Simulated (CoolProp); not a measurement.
Nitrogen at 297.22 K and 0.102 MPa flows at 0.32 m/s in a round tube of 2 mm bore and 45 µm roughness, fully developed (64/Re and Nu = 3.66 if laminar; Colebrook and Gnielinski if turbulent). Each further row changes one setting.

The numbers come from the reference Helmholtz-energy equation of state, Span 2000 in CoolProp.

| case | Reynolds number | Darcy friction factor | pressure drop (Pa/m) | heat-transfer coefficient (W/(m² K)) | mass flow (kg/h) |
|---|---|---|---|---|---|
| as stated | 41.7 | 1.54 | 45.5 | 47.2 | 0.00419 |
| velocity 0.64 m/s | 83.3 | 0.768 | 90.9 | 47.2 | 0.00837 |
| diameter 4 mm | 83.3 | 0.768 | 11.4 | 23.6 | 0.0167 |

Viscosity comes from a separate model (Lemmon 2004). Thermal conductivity comes from a separate model (Lemmon 2004).
